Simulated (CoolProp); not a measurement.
Vapour-liquid equilibrium of n-butane (1) + acetone (2) at 276.5 K; x and y are mole fractions of (1).

Computed with CoolProp (multi-fluid Helmholtz-energy mixture model, Bücker 2006 and Lemmon 2006; pair parameters Bell 2016).

```tsv
x	bubble pressure, mixture model (MPa)	bubble pressure, Raoult's law (MPa)	y, mixture model	y, Raoult's law
0.05	0.03742	0.01637	0.713	0.357
0.2	0.08400	0.03226	0.883	0.725
0.35	0.1005	0.04814	0.908	0.850
0.5	0.1047	0.06403	0.914	0.913
0.65	0.1062	0.07991	0.917	0.951
0.8	0.1094	0.09579	0.928	0.977
0.95	0.1151	0.1117	0.970	0.995
```

The largest gap from Raoult's law is +160.4 % in bubble pressure, at x = 0.2. No azeotrope shows between x = 0.05 and 0.95.

Pair parameters are fitted to limited data, so mixtures are less certain than the pure fluids. With so large a gap from Raoult's law the liquid may split in two, which this calculation doesn't test in full.
